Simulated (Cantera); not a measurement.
Charge: 1 mol borazine, 7.5 mol H2O, 1.4 mol H2, held at 1150 K and 36.0 mbar.

Equilibrium computed with Cantera from the NASA thermochemical tables; the gas is ideal and each condensed phase is pure. Candidate condensed phases: B, BN, B2O3, B3O3H3, H2O; 39 gas species. The feed counts by its element totals alone. Gases not in the tables: H3BO3. Equilibrium is a limit: real reactors are often held back by kinetics, nucleation or transport.

Base state: H2 0.664, H2O 0.223, N2 0.112, HBO2 0.000982, (HBO2)3 0.000283 (mole fractions); condensed: B2O3(l).

Q: What changes in the equilibrium state with this change: pressure from 36.0 mbar to 10.0 mbar?

A: 
```
species         before     after
------------  --------  --------
H2               0.664     0.664
H2O              0.223     0.223
N2               0.112     0.112
HBO2          0.000982   0.00186
(HBO2)3       0.000283  0.000149
B2O3(l), mol      1.49      1.48
```
